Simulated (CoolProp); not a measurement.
Octamethyltrisiloxane (MDM) along the isobar 2.83 MPa: density (kg/m³) from the reference equation and from simpler models built on Tc = 565.4 K, pc = 1.438 MPa, ω = 0.528; each cubic takes its own stable root.

Computed with CoolProp (reference Helmholtz-energy equation of state, Thol 2017).

```tsv
T (K)	phase	reference	Redlich-Kwong	Peng-Robinson
348.2	liquid	769.5	663.4	788.6
354.4	liquid	763.2	658.3	783.6
360.7	liquid	756.8	653.0	778.4
366.9	liquid	750.4	647.8	773.1
373.2	liquid	743.8	642.3	767.6
379.4	liquid	737.3	636.9	762.1
385.7	liquid	730.6	631.3	756.2
391.9	liquid	724.0	625.7	750.3
398.1	liquid	717.3	620.0	744.2
404.4	liquid	710.5	614.1	737.8
410.6	liquid	703.6	608.1	731.3
416.9	liquid	696.6	602.0	724.5
423.1	liquid	689.6	595.9	717.6
429.4	liquid	682.4	589.6	710.3
```
